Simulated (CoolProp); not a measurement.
Properties of propylene along the isotherm 32.45 °C (Tc = 91.1 °C, pc = 4.555 MPa, ω = 0.146).

Model: reference Helmholtz-energy equation of state, Lemmon 2013, in CoolProp.

| p (MPa) | phase | Joule-Thomson coefficient (K/MPa) | conductivity (mW/(m K)) |
|---|---|---|---|
| 1.52 | liquid | 0.1573 | 108 |
| 3.04 | liquid | ___ | 110 |
| 4.55 | liquid | 0.02490 | 111 |
| 6.07 | liquid | -0.02349 | ___ |
| 7.59 | liquid | ___ | 115 |
| 9.11 | liquid | -0.09889 | 116 |
| 10.6 | liquid | -0.1285 | ___ |
| 12.1 | liquid | -0.1546 | ___ |
| 13.7 | liquid | -0.1793 | 120 |
| 15.2 | liquid | -0.1999 | 121 |
| 16.7 | liquid | -0.2185 | ___ |
| 18.2 | liquid | -0.2353 | 124 |
| 19.7 | liquid | -0.2506 | ___ |
| 21.3 | liquid | -0.2655 | 126 |
| 22.8 | liquid | -0.2783 | 127 |

### Question
Some entries are withheld; supply them.

### Answer

- 3.04, Joule-Thomson coefficient (K/MPa): 0.08341
- 6.07, conductivity (mW/(m K)): 113
- 7.59, Joule-Thomson coefficient (K/MPa): -0.06414
- 10.6, conductivity (mW/(m K)): 117
- 12.1, conductivity (mW/(m K)): 119
- 16.7, conductivity (mW/(m K)): 122
- 19.7, conductivity (mW/(m K)): 125

Thermal conductivity comes from a separate model (Huber 2003), an estimate that may be off by 10 % or more.
